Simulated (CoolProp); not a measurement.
A simple Rankine cycle with isohexane: condensing at 309.15 K, boiler at 0.184 MPa, turbine inlet 368.3 K, turbine efficiency 0.75, pump efficiency 0.6, no recuperator. Each further row changes one setting.

The numbers come from the reference Helmholtz-energy equation of state, Lemmon 2006 in CoolProp. It is a short technical equation, of lower accuracy than the large ones.

| case | thermal efficiency (%) | net work (kJ/kg) | heat in (kJ/kg) | turbine exit temperature (K) | volume ratio over the turbine |
|---|---|---|---|---|---|
| as stated | 7.9 | 35.2 | 444 | 347.0 | 4.16 |
| turbine inlet 388.3 K | 7.7 | 37.4 | 486 | 367.2 | 4.14 |
| condensing temperature 301.15 K | 9.2 | 42.7 | 462 | 342.7 | 5.65 |
| boiler pressure 0.129 MPa | 6.1 | 27.0 | 446 | 352.6 | 2.91 |
| turbine efficiency 0.65 | 6.9 | 30.4 | 444 | 349.4 | 4.19 |
